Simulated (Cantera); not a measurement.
Feed: 1 mol CH3SiH3, 0.13 mol C2H2, 17 mol H2, at 2500 K.

Cantera equilibrium calculation (NASA polynomials, part measured and part estimated; ideal gas, pure solids and liquids). Candidate condensed phases: C, C6H6, C7H8, C8H18, Si, SiC; 87 gas species. The feed counts by its element totals alone. Gases not in the tables: Si2H6 and higher silanes. Kinetics and transport are ignored.

Question: What share of the Si ends up in condensed phases as a function of P (Pa), at 100, 320, 1000, 3200, 10000, 32000, 100000?

Answer: 
| P (Pa) | Si condensed (%) | as |
|---|---|---|
| 100 | 0.0 | - |
| 320 | 0.0 | - |
| 1000 | 0.0 | - |
| 3200 | 0.0 | - |
| 10000 | 59.9 | SiC(s) |
| 32000 | 86.0 | SiC(s) |
| 100000 | 94.5 | SiC(s) |
